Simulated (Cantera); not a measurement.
# Thermodynamics of chlorosilane synthesis and conversion, feed SiCl₄ + Cl₂ + H₂

Input: 1 mol SiCl₄, 3 mol Cl₂, a varied amount of H₂, equilibrated at 1350 K and 0.460 bar.

Method: chemical equilibrium by Gibbs-energy minimisation in Cantera with the NASA 1993 tables (ideal gas, pure condensed phases). Candidate condensed phases: Si; 19 gas species. The tables' values for SiCl₃ are old estimates; treat these amounts as uncertain. Equilibrium is a limit: real reactors are often held back by kinetics, nucleation or transport.

| n(H₂) (mol) | x HCl | x H₂ | x Cl₂ | x SiCl₄ | x Cl |
|---|---|---|---|---|---|
| 1.3 | 0.487 | 8.28e-9 | 0.310 | 0.187 | 0.0157 |
| 2.9 | 0.839 | 5.93e-7 | 0.0129 | 0.145 | 0.00319 |
| 4.4 | 0.718 | 0.163 | 3.42e-8 | 0.114 | 5.20e-6 |
| 6 | 0.606 | 0.294 | 1.35e-8 | 0.0932 | 3.27e-6 |
| 7.5 | 0.529 | 0.384 | 7.90e-9 | 0.0788 | 2.50e-6 |
| 9.1 | 0.467 | 0.457 | 5.17e-9 | 0.0672 | 2.02e-6 |
| 11 | 0.410 | 0.524 | 3.48e-9 | 0.0567 | 1.66e-6 |
| 12 | 0.385 | 0.552 | 2.91e-9 | 0.0523 | 1.52e-6 |
| 14 | 0.344 | 0.600 | 2.14e-9 | 0.0449 | 1.30e-6 |
x: gas mole fraction; nothing condenses.

From 1.3 mol H₂ to 14 mol H₂ nothing is condensed. The main Si-bearing gas is SiCl₄ throughout.
